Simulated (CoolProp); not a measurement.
Vapour-liquid equilibrium of ethane (1) + n-pentane (2) at 1.63 bar; x and y are mole fractions of (1).

Values from CoolProp's multi-fluid Helmholtz-energy mixture model, Bücker 2006 and Thol 2019; pair parameters Kunz 2012.

```
x     bubble temperature (K)  y at the bubble point  dew temperature at overall composition x (K)  liquid density (mol/L)
----  ----------------------  ---------------------  --------------------------------------------  ----------------------
0.05                   283.0                  0.770                                         322.2                   9.003
0.15                   242.2                  0.972                                         318.6                   10.00
0.25                   225.6                  0.992                                         314.7                   10.74
0.35                   216.3                  0.996                                         310.3                   11.44
0.45                   210.2                  0.998                                         305.5                   12.17
0.55                   205.8                  0.999                                         299.9                   12.94
0.65                   202.4                  0.999                                         293.3                   13.79
0.75                   199.6                  1.000                                         285.0                   14.74
0.85                   197.2                  1.000                                         273.4                   15.80
0.95                   195.0                  1.000                                         252.0                   17.02
```

No azeotrope shows between x = 0.05 and 0.95.

The pair parameters rest on a limited set of measurements; away from them the model extrapolates. The gap from Raoult's law changes sign with composition, which may be real or a fault of the pair parameters; it wasn't checked against measurements.
